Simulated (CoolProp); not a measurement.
Ethanol at 367.47 K and 1.74 MPa flows at 1.6 m/s in a round tube of 4.6 mm bore and 1.5 µm roughness, fully developed (64/Re and Nu = 3.66 if laminar; Colebrook and Gnielinski if turbulent). Each further row changes one setting.

Values from CoolProp's reference Helmholtz-energy equation of state, Schroeder 2014.

```csv
case,Reynolds number,Darcy friction factor,pressure drop (Pa/m),heat-transfer coefficient (W/(m² K)),mass flow (kg/h)
as stated,14900,0.0284,5720,3870,69.2
velocity 3.2 m/s,29900,0.0244,19600,7220,138
diameter 9.2 mm,29900,0.0239,2410,3570,277
```

Viscosity comes from a separate model (Kiselev 2005). Thermal conductivity comes from a separate model (Assael 2013).
